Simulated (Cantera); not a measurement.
## Low-pressure radical oxidation in H2/O2

A perfectly stirred reactor is fed with H2 : O2 = 0.09 : 1 (molar parts), equivalence ratio 0.045, at 120 Pa; it is held at 1273 K, and followed from long to short residence time.

Detailed kinetics in Cantera: GRI-Mech 3.0 (53 species, 325 reactions). Radical loss at walls, strong at low pressure, is not modelled. The temperature is held fixed by assumption; the heat of reaction is taken as removed at once.

```json
[
 {"τ (s)": "1.3", "x H2": "0.00179", "x O2": "0.869", "x H2O": "0.0730", "x HO2": "3.61e-7", "x OH": "0.00590"},
 {"τ (s)": "0.73", "x H2": "0.00203", "x O2": "0.864", "x H2O": "0.0713", "x HO2": "3.65e-7", "x OH": "0.00620"},
 {"τ (s)": "0.41", "x H2": "0.00230", "x O2": "0.860", "x H2O": "0.0700", "x HO2": "3.68e-7", "x OH": "0.00643"},
 {"τ (s)": "0.23", "x H2": "0.00264", "x O2": "0.858", "x H2O": "0.0689", "x HO2": "3.71e-7", "x OH": "0.00665"},
 {"τ (s)": "0.13", "x H2": "0.00316", "x O2": "0.858", "x H2O": "0.0677", "x HO2": "3.74e-7", "x OH": "0.00691"},
 {"τ (s)": "0.074", "x H2": "0.00400", "x O2": "0.858", "x H2O": "0.0663", "x HO2": "3.77e-7", "x OH": "0.00725"},
 {"τ (s)": "0.042", "x H2": "0.00540", "x O2": "0.859", "x H2O": "0.0644", "x HO2": "3.81e-7", "x OH": "0.00771"},
 {"τ (s)": "0.024", "x H2": "0.00767", "x O2": "0.862", "x H2O": "0.0615", "x HO2": "3.83e-7", "x OH": "0.00830"},
 {"τ (s)": "0.013", "x H2": "0.0118", "x O2": "0.866", "x H2O": "0.0570", "x HO2": "3.82e-7", "x OH": "0.00903"},
 {"τ (s)": "0.0075", "x H2": "0.0178", "x O2": "0.871", "x H2O": "0.0510", "x HO2": "3.74e-7", "x OH": "0.00957"}
]
```
x: mole fraction; the columns are a selection and need not sum to one.
